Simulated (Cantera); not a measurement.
Input: 1 mol ZrO₂, 53 mol H₂, held at 1573.15 K and 0.00133 bar.

Cantera equilibrium calculation (NASA polynomials, part measured and part estimated; ideal gas, pure solids and liquids). Candidate condensed phases: H₂O, Zr, ZrO₂; 12 gas species. Rates play no part.

Base state: H₂ 0.999, H 0.00111 (mole fractions); condensed: ZrO₂(tetragonal).

Problem. What changes in the equilibrium state with this change: pressure from 0.00133 bar to 0.0390 bar?

Solution. 
```tsv
species	before	after
H₂	0.999	1.000
H	0.00111	0.000206
ZrO₂(tetragonal), mol	1.00	1.00
```
